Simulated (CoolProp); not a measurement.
A simple Rankine cycle with R236EA: condensing at 288.15 K, boiler at 0.879 MPa, turbine inlet 352.8 K, turbine efficiency 0.75, pump efficiency 0.6, no recuperator. Each further row changes one setting.

Values from CoolProp's reference Helmholtz-energy equation of state, Rui 2013.

```
case                             thermal efficiency (%)  net work (kJ/kg)  heat in (kJ/kg)  turbine exit temperature (K)  volume ratio over the turbine
-------------------------------  ----------------------  ----------------  ---------------  ----------------------------  -----------------------------
as stated                                          10.3              21.2              207                         316.4                           6.49
turbine inlet 372.8 K                              10.2              23.2              228                         337.6                           6.29
condensing temperature 280.15 K                    11.5              25.0              217                         311.4                           8.82
boiler pressure 0.615 MPa                           8.5              18.0              212                         325.4                           4.35
turbine efficiency 0.65                             8.8              18.3              207                         319.6                           6.57
```
